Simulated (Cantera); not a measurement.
Input (Python, Cantera) and output of one run.

```python
import numpy as np
import cantera as ct

gas_names = """
    C CO COS CO2 CS CS2 C2 C2O C3 C3O2 C4 C5 Fe FeC5O5 FeO O O2 O3 S SO SO2 SO3 S2 S2O S8
""".split()
cond_names = """
    C(gr) Fe(a) Fe(c) Fe(d) Fe(L) FeC5O5(L) FeO(s) FeO(L) FeS(a) FeS(b) FeS(c) FeS(L) FeSO4(s) FeS2(s)
    Fe2O3(s) Fe2S3O12(s) Fe3O4(s) S(cr1) S(cr2) S(L)
""".split()


def load(file, names, dense=False):
    # The tables refer to 1 bar. Condensed volumes are neglected.
    table = {s.name: s for s in ct.Species.list_from_file(file)}
    out = []
    for n in names:
        d = dict(table[n].input_data)
        d["thermo"] = dict(d["thermo"], **{"reference-pressure": 1e5})
        if dense:
            d["equation-of-state"] = {"model": "constant-volume", "density": "1e6 g/cm^3"}
        out.append(ct.Species.from_dict(d))
    return out


gas = ct.Solution(thermo="ideal-gas", species=load("nasa_gas.yaml", gas_names))
cond = {s.name: ct.Solution(thermo="fixed-stoichiometry", species=[s], name=s.name)
        for s in load("nasa_condensed.yaml", cond_names, dense=True)}
atoms = {
    'FeS2': {'Fe': 1, 'S': 2},
    'SO2': {'S': 1, 'O': 2},
    'CO2': {'C': 1, 'O': 2},
}
top_T = {'C(gr)': 4500, 'FeSO4(s)': 950, 'FeS2(s)': 1010, 'Fe2O3(s)': 1830, 'Fe2S3O12(s)': 1100, 'Fe3O4(s)': 1870}  # K; cautious upper limits of use, not melting points


def equilibrate(T, P, feed):
    n = {}
    for name, mol in feed.items():
        for a, k in atoms[name].items():
            n[a] = n.get(a, 0.0) + k * mol
    gas.TPX = T, P, n
    mass = sum(n.values()) * gas.mean_molecular_weight
    gas.equilibrate("TP")
    valid = [c for c in cond.values() if c.min_temp <= T <= top_T.get(c.name, c.max_temp)]
    mix = ct.Mixture([(gas, mass / gas.mean_molecular_weight)] + [(c, 0.0) for c in valid])
    mix.T, mix.P = T, P
    mix.equilibrate("TP", solver="vcs", rtol=1e-11, max_steps=5000)
    return mix


results = []
feed = {'FeS2': 1, 'SO2': 0.96, 'CO2': 0.31}  # mol
P = 101325  # Pa
for T in [875, 950, 1025, 1100, 1175, 1250, 1325, 1400, 1475, 1550, 1625, 1700, 1775]:
    mix = equilibrate(T, P, feed)
    results.append((T, P, feed, dict(zip(mix.species_names, mix.species_moles))))

top = {s: max(r[3][s] / sum(r[3][g] for g in gas_names) for r in results) for s in gas_names}
cols = sorted((s for s in top if top[s] > 1e-05), key=lambda s: -top[s])[:8]
seen = [c for c in cond_names if any(r[3].get(c, 0) > 1e-12 for r in results)]
print("log10 of partial pressures in bar; condensed amounts in mol")
print(f"{'T/K':>10s}" + "".join(f"{s[:9]:>10s}" for s in cols + seen))
for T, P, feed, n in results:
    ng = sum(n[g] for g in gas_names)
    print(f"{T:10.4g}" + "".join(f"{np.log10(max(n[s] / ng * P / 1e5, 1e-99)):10.3f}" for s in cols)
          + "".join(f"{n.get(c, 0):10.4g}" for c in seen))
```

Result:

```
log10 of partial pressures in bar; condensed amounts in mol
       T/K       SO2        S2       CO2        CO        SO       S2O       COS         S    FeS(c)    FeS(L)   FeS2(s)  Fe3O4(s)
       875    -0.120    -2.155    -0.608    -4.527    -5.688    -2.882    -4.297   -10.848         0         0    0.9924  0.002522
       950    -0.157    -1.084    -0.646    -3.798    -4.865    -2.115    -3.459    -9.296    0.2424         0    0.7576         0
      1025    -0.264    -0.561    -0.752    -3.310    -4.298    -1.793    -3.073    -8.166         1         0         0         0
      1100    -0.264    -0.561    -0.754    -2.960    -3.876    -1.806    -3.035    -7.415         1         0         0         0
      1175    -0.263    -0.562    -0.757    -2.656    -3.507    -1.817    -3.003    -6.759         1         0         0         0
      1250    -0.263    -0.562    -0.762    -2.392    -3.183    -1.828    -2.977    -6.182         1         0         0         0
      1325    -0.262    -0.564    -0.770    -2.162    -2.896    -1.838    -2.958    -5.670         1         0         0         0
      1400    -0.262    -0.566    -0.781    -1.962    -2.640    -1.847    -2.945    -5.213         1         0         0         0
      1475    -0.261    -0.569    -0.796    -1.789    -2.410    -1.856    -2.940    -4.803         0         1         0         0
      1550    -0.260    -0.574    -0.816    -1.639    -2.203    -1.866    -2.943    -4.433         0         1         0         0
      1625    -0.259    -0.579    -0.841    -1.511    -2.016    -1.876    -2.952    -4.098         0         1         0         0
      1700    -0.259    -0.586    -0.870    -1.401    -1.845    -1.887    -2.969    -3.794         0         1         0         0
      1775    -0.259    -0.594    -0.904    -1.309    -1.690    -1.898    -2.993    -3.515         0         1         0         0
```

These are equilibrium values from Cantera (NASA tables, ideal gas, pure condensed phases), not measurements of a reactor. FeS: taken at fixed stoichiometry. Gases not in the tables: S3 to S7.
